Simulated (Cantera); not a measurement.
Input: 1 mol MgSO4, 0.075 mol H2, 0.28 mol H2O, held at 2198 K and 0.900 Torr.

Method: chemical equilibrium by Gibbs-energy minimisation in Cantera with the NASA 1993 tables (ideal gas, pure condensed phases). Candidate condensed phases: H2O, H2SO4, Mg, MgO, Mg(OH)2, MgS, MgSO4, S; 26 gas species. Kinetics and transport are ignored.

Base state: SO2 0.488, O2 0.235, H2O 0.147, O 0.0374, OH 0.0331, SO 0.0221, H 0.0159, Mg 0.0111 (mole fractions); condensed: MgO(s).

### Question
What changes in the equilibrium state with this change: temperature from 2198 K to 1950 K?

### Answer
| species | before | after |
|---|---|---|
| SO2 | 0.488 | 0.542 |
| O2 | 0.235 | 0.249 |
| H2O | 0.147 | 0.184 |
| O | 0.0374 | 0.00650 |
| Mg | 0.0111 | 6.90e-5 |
| H | 0.0159 | 0.00151 |
| SO | 0.0221 | 0.00293 |
| OH | 0.0331 | 0.0121 |
| MgO | 0.000592 | 6.27e-6 |
| S | 0.000294 | 5.50e-6 |
| MgO(s), mol | 0.977 | 1.000 |

### Question
What changes in the equilibrium state with this change: pressure from 0.900 Torr to 13.5 Torr?

### Answer
```
species        before     after
-----------  --------  --------
SO2             0.488     0.535
O2              0.235     0.246
H2O             0.147     0.179
O              0.0374   0.00987
Mg             0.0111  0.000186
H              0.0159   0.00228
SO             0.0221   0.00611
OH             0.0331    0.0188
MgO          0.000592   3.94e-5
S            0.000294   2.05e-5
MgOH         0.000263   3.77e-5
SH            1.04e-5   1.56e-6
SO3           2.78e-5  0.000121
MgO(s), mol     0.977     0.999
```
